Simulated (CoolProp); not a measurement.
A Linde-Hampson liquefier for nitrogen: isothermal reversible compression at 230 K from 1 atm to 25 MPa, throttling to 1 atm, return gas leaving the recuperator 5 K below the feed. Each further row changes one setting.

The numbers come from the reference Helmholtz-energy equation of state, Span 2000 in CoolProp.

| case | liquid yield per pass | compression work (kJ/kg of gas) |
|---|---|---|
| as stated | (withheld) | 366 |
| high pressure 50 MPa | 0.171 | (withheld) |
| warm-end temperature 260 K | 0.115 | (withheld) |
| warm-end gap 10 K | 0.153 | 366 |

Fill in the missing entries.


- as stated, liquid yield per pass: 0.165
- high pressure 50 MPa, compression work (kJ/kg of gas): 423
- warm-end temperature 260 K, compression work (kJ/kg of gas): 421
